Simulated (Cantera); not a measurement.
## Thermodynamics of abatement and gas-phase synthesis, feed H2S + O2

Input: 1 mol H2S, 0.24 mol O2, at 0.100 bar.

Cantera equilibrium calculation (NASA polynomials, part measured and part estimated; ideal gas, pure solids and liquids). Candidate condensed phases: H2O, H2SO4, S; 19 gas species. The numbers say what is thermodynamically allowed, not how fast it happens.

From 1427 °C to 2252 °C nothing is condensed.

```csv
T (°C),log p H2,log p H2O,log p S2,log p SO,log p H2S,log p S,log p H,log p SH,log p SO2
1427,-1.52,-1.53,-1.54,-3.40,-2.10,-4.27,-4.59,-3.01,-2.88
1502,-1.49,-1.54,-1.54,-3.19,-2.19,-3.99,-4.28,-2.91,-2.79
1577,-1.47,-1.56,-1.54,-3.01,-2.28,-3.73,-4.00,-2.81,-2.71
1652,-1.45,-1.59,-1.55,-2.84,-2.36,-3.50,-3.74,-2.72,-2.64
1727,-1.43,-1.61,-1.56,-2.70,-2.44,-3.28,-3.51,-2.64,-2.59
1802,-1.42,-1.64,-1.58,-2.56,-2.52,-3.08,-3.28,-2.57,-2.55
1877,-1.41,-1.68,-1.60,-2.45,-2.60,-2.90,-3.08,-2.51,-2.52
1952,-1.40,-1.71,-1.62,-2.35,-2.68,-2.73,-2.89,-2.46,-2.50
2027,-1.40,-1.75,-1.64,-2.26,-2.75,-2.58,-2.71,-2.41,-2.49
2102,-1.39,-1.79,-1.68,-2.18,-2.83,-2.44,-2.55,-2.38,-2.49
2177,-1.40,-1.84,-1.71,-2.11,-2.92,-2.31,-2.39,-2.35,-2.50
2252,-1.40,-1.89,-1.76,-2.06,-3.00,-2.19,-2.25,-2.33,-2.52
```
log p: log10 of the partial pressure in bar; nothing condenses.
